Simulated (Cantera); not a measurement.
Feed: 1 mol LiOH, 1.8 mol H2, 0.53 mol O2, at 0.100 bar.

Cantera equilibrium calculation (NASA polynomials, part measured and part estimated; ideal gas, pure solids and liquids). Candidate condensed phases: H2O, Li, LiH, LiOH, Li2O; 17 gas species. The numbers say what is thermodynamically allowed, not how fast it happens.

### Question
At 1627 °C, list the 7 most abundant gas species with their mole fractions, and the condensed phases.

### Answer
H2O 0.393, LiOH 0.334, H2 0.253, Li 0.0169, Li2O 0.00142, H 0.00126, Li2(OH)2 0.000221. Condensed: gas only.
